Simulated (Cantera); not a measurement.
What does this Cantera script print?

```python
import numpy as np
import cantera as ct

gas_names = """
    AL ALCL ALCL2 ALCL3 ALN ALO ALOCL ALO2 AL2 AL2CL6 AL2O AL2O2 CL CLO CL2 N NO NO2 NO3 N2 N2O O O2 O3
""".split()
cond_names = """
    AL(cr) AL(L) ALCL3(s) ALCL3(L) ALN(s) AL2O3(a) AL2O3(L)
""".split()


# ... load() reads the species with a 1 bar reference pressure and builds the phases ...
atoms = {
    'Al2O3': {'AL': 2, 'O': 3},
    'Cl2': {'CL': 2},
    'N2': {'N': 2},
}
top_T = {'ALN(s)': 2750}  # K; cautious upper limits of use, not melting points


# ... equilibrate(T, P, feed) seeds the gas with the atoms and calls Mixture.equilibrate('TP', solver="vcs", rtol=1e-11, max_steps=5000) ...
results = []
feed = {'Al2O3': 1, 'Cl2': 1.5, 'N2': 0.42}  # mol
P = 100000  # Pa
for T in [798, 898, 998, 1098, 1198, 1298, 1398, 1498, 1598]:
    mix = equilibrate(T, P, feed)
    results.append((T, P, feed, dict(zip(mix.species_names, mix.species_moles))))

top = {s: max(r[3][s] / sum(r[3][g] for g in gas_names) for r in results) for s in gas_names}
cols = sorted((s for s in top if top[s] > 1e-05), key=lambda s: -top[s])[:9]
seen = [c for c in cond_names if any(r[3].get(c, 0) > 1e-12 for r in results)]
print("log10 of partial pressures in bar; condensed amounts in mol")
print(f"{'T/K':>10s}" + "".join(f"{s[:9]:>10s}" for s in cols + seen))
for T, P, feed, n in results:
    ng = sum(n[g] for g in gas_names)
    print(f"{T:10.4g}" + "".join(f"{np.log10(max(n[s] / ng * P / 1e5, 1e-99)):10.3f}" for s in cols)
          + "".join(f"{n.get(c, 0):10.4g}" for c in seen))
```

Result:

```
log10 of partial pressures in bar; condensed amounts in mol
       T/K       CL2        N2        CL     ALCL3        O2        NO       CLO  AL2O3(a)
       798    -0.107    -0.660    -5.103    -6.308    -6.434    -8.870    -9.232         1
       898    -0.107    -0.660    -4.201    -5.266    -5.393    -7.683    -7.970         1
       998    -0.107    -0.660    -3.477    -4.437    -4.564    -6.736    -6.963         1
      1098    -0.108    -0.660    -2.884    -3.761    -3.889    -5.963    -6.141    0.9998
      1198    -0.110    -0.661    -2.389    -3.202    -3.331    -5.321    -5.458    0.9994
      1298    -0.114    -0.663    -1.971    -2.734    -2.864    -4.781    -4.885    0.9982
      1398    -0.124    -0.666    -1.615    -2.340    -2.470    -4.322    -4.399    0.9955
      1498    -0.142    -0.672    -1.310    -2.008    -2.139    -3.932    -3.988    0.9903
      1598    -0.174    -0.682    -1.051    -1.733    -1.865    -3.600    -3.644    0.9813
```

Equilibrium computed with Cantera from the NASA thermochemical tables; the gas is ideal and each condensed phase is pure. Condensed phases not in the tables: AlOCl.
